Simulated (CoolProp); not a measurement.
Saturation properties of tetrahydrofuran (Tc = 267.0 °C, pc = 5.304 MPa, ω = 0.234).

Model: reference Helmholtz-energy equation of state, Fiedler 2023, in CoolProp.

```
T (°C)  p (MPa)  liquid density (kg/m³)  vapour density (kg/m³)  liquid cp (kJ/(kg K))
------  -------  ----------------------  ----------------------  ---------------------
118.35   0.4280                   771.7                       …                  2.119
125.55   0.5046                   762.2                   12.08                  2.154
132.65   0.5898                   752.7                   14.04                  2.190
139.85   0.6868                       …                   16.29                      …
146.95   0.7937                   732.9                   18.77                      …
154.15        …                   722.5                   21.60                  2.307
161.25    1.046                   712.0                   24.72                      …
168.45    1.193                   701.0                   28.28                      …
```

Problem. Some entries are withheld; supply them.

Solution. 
- 118.35, vapour density (kg/m³): 10.32
- 139.85, liquid density (kg/m³): 742.9
- 139.85, liquid cp (kJ/(kg K)): 2.228
- 146.95, liquid cp (kJ/(kg K)): 2.266
- 154.15, p (MPa): 0.9142
- 161.25, liquid cp (kJ/(kg K)): 2.349
- 168.45, liquid cp (kJ/(kg K)): 2.394

It boils at 65.9 °C under 1 atm.
